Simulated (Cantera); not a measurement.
Input: 1 mol Cu, 1.9 mol HF, at 4.80 mbar.

Cantera equilibrium calculation (NASA polynomials, part measured and part estimated; ideal gas, pure solids and liquids). Candidate condensed phases: Cu, CuF₂; 15 gas species. The numbers say what is thermodynamically allowed, not how fast it happens.

x: gas mole fraction; n: condensed amount in mol.

```
T (K)   x HF     x CuF      x H₂      x Cu   x H₂F₂     x H    x CuF₂  n Cu(s)  n Cu(l)
-----  -----  --------  --------  --------  -------  ------  --------  -------  -------
423    1.000    <1e-12  3.76e-12    <1e-12  2.37e-5  <1e-12    <1e-12     1.00        0
498    1.000    <1e-12  1.28e-12    <1e-12  6.82e-6  <1e-12    <1e-12     1.00        0
573    1.000    <1e-12  1.79e-12    <1e-12  2.68e-6  <1e-12    <1e-12     1.00        0
648    1.000  6.09e-11  3.76e-11    <1e-12  1.30e-6  <1e-12  7.08e-12     1.00        0
723    1.000   1.76e-9  9.37e-10    <1e-12  7.36e-7  <1e-12  5.92e-11     1.00        0
798    1.000   2.61e-8   1.34e-8    <1e-12  4.62e-7  <1e-12  3.16e-10     1.00        0
873    1.000   2.42e-7   1.22e-7  9.43e-12  3.15e-7  <1e-12   1.25e-9     1.00        0
948    1.000   1.57e-6   7.88e-7  3.60e-10  2.29e-7       ?   3.98e-9    1.000        0
1023   1.000   7.70e-6   3.86e-6   8.01e-9  1.75e-7       ?   1.07e-8    1.000        0
1098   1.000   3.03e-5   1.52e-5   1.16e-7  1.39e-7       ?   2.51e-8    1.000        0
1173   1.000   9.99e-5   5.00e-5   1.19e-6  1.14e-7       ?   5.28e-8    1.000        0
1248   1.000  0.000285  0.000142   9.18e-6  9.55e-8       ?   1.02e-7    0.999        0
1323   0.999  0.000718  0.000359   5.59e-5  8.20e-8       ?   1.82e-7    0.999        0
1398   0.997   0.00160  0.000799  0.000270  7.16e-8       ?   3.01e-7        0    0.996
```

**Question.** What belongs in the gaps?

**Answer.** 
- 948, x H: 6.72e-12
- 1023, x H: 1.17e-10
- 1098, x H: 1.39e-9
- 1173, x H: 1.20e-8
- 1248, x H: 8.04e-8
- 1323, x H: 4.34e-7
- 1398, x H: 1.93e-6
